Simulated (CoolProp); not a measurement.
Vapour-liquid equilibrium of cyclohexane (1) + n-heptane (2) at 452.9 K; x and y are mole fractions of (1).

Model: multi-fluid Helmholtz-energy mixture model, Zhou 2014 and Span 2003; pair parameters Bell 2016, in CoolProp.

```csv
x,bubble pressure (kPa),y at the bubble point,dew pressure at overall composition x (kPa),liquid density (mol/L)
0.05,695.5,0.065,692.2,5.312
0.125,716.7,0.158,709.0,5.425
0.2,738.1,0.248,726.5,5.543
0.275,759.5,0.333,744.8,5.666
0.35,781.0,0.414,763.9,5.795
0.425,802.4,0.492,783.8,5.929
0.5,823.8,0.567,804.6,6.070
0.575,845.0,0.639,826.1,6.217
0.65,866.1,0.708,848.5,6.371
0.725,887.1,0.774,871.6,6.533
0.8,907.8,0.838,895.5,6.703
0.875,928.4,0.900,920.0,6.882
0.95,948.8,0.961,945.2,7.070
```

No azeotrope shows between x = 0.05 and 0.95.

The pair parameters rest on a limited set of measurements; away from them the model extrapolates.
